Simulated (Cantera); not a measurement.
A Cantera script and its output.

```python
import numpy as np
import cantera as ct

gas = ct.Solution("gri30.yaml")
gas.TPX = 448, 1500000, {'CH4': 1, 'C2H6': 0.91, 'O2': 6.48, 'N2': 24.4}
inlet = ct.Reservoir(gas, clone=True)
gas.equilibrate("HP")  # start burning
reactor = ct.IdealGasConstPressureReactor(gas, energy="on", clone=False)
exhaust = ct.Reservoir(gas, clone=True)
tau = [0.16, 0.057, 0.021, 0.0076, 0.0028, 0.001, 0.00037, 0.00014, 5e-05, 1.8e-05, 6.7e-06][0]
for a, b in ((inlet, reactor), (reactor, exhaust)):
    ct.MassFlowController(a, b, mdot=lambda t: reactor.mass / tau)
net = ct.ReactorNet([reactor])
show = ['CH4', 'C2H6', 'O2', 'O', 'CO', 'H2O2']

rows = []
print(f"{'tau/s':>10s}{'T/K':>9s}" + "".join(f"{s:>11s}" for s in show))
for tau in [0.16, 0.057, 0.021, 0.0076, 0.0028, 0.001, 0.00037, 0.00014, 5e-05, 1.8e-05, 6.7e-06]:
    net.initial_time = 0.0
    net.advance(30 * tau)
    before = gas.X
    net.advance(40 * tau)
    drift = np.max(np.abs(gas.X - before) / (gas.X + 1e-9))
    rows.append([gas.T, *gas[show].X, drift])
    print(f"{tau:10.3e}{gas.T:9.1f}" + "".join(f"{x:11.3e}" for x in gas[show].X))
```

Output:

```
     tau/s      T/K        CH4       C2H6         O2          O         CO       H2O2
 1.600e-01   2135.6  1.963e-07  2.258e-08  3.780e-02  9.067e-05  4.453e-04  3.031e-07
 5.700e-02   2137.2  5.361e-07  6.223e-08  3.825e-02  9.415e-05  4.751e-04  3.098e-07
 2.100e-02   2137.5  1.395e-06  1.654e-07  3.856e-02  9.992e-05  5.451e-04  3.204e-07
 7.600e-03   2136.1  3.540e-06  4.405e-07  3.880e-02  1.130e-04  7.223e-04  3.436e-07
 2.800e-03   2131.7  8.192e-06  1.115e-06  3.906e-02  1.428e-04  1.129e-03  3.955e-07
 1.000e-03   2121.8  1.786e-05  2.772e-06  3.955e-02  2.089e-04  2.022e-03  5.063e-07
 3.700e-04   2103.6  3.657e-05  6.438e-06  4.049e-02  3.281e-04  3.703e-03  6.973e-07
 1.400e-04   2072.2  7.606e-05  1.468e-05  4.227e-02  5.103e-04  6.719e-03  9.958e-07
 5.000e-05   2011.6  1.908e-04  3.842e-05  4.622e-02  7.255e-04  1.283e-02  1.515e-06
 1.800e-05    448.0  3.050e-02  2.775e-02  1.976e-01  4.593e-30  1.017e-15  1.315e-17
 6.700e-06    448.0  3.050e-02  2.775e-02  1.976e-01 -1.396e-32 -9.614e-20 -1.242e-21
```

Model: GRI-Mech 3.0 (53 species, 325 reactions), integrated in Cantera. The pressure lies above the range GRI-Mech 3.0 was tuned for (to about 10 atm).
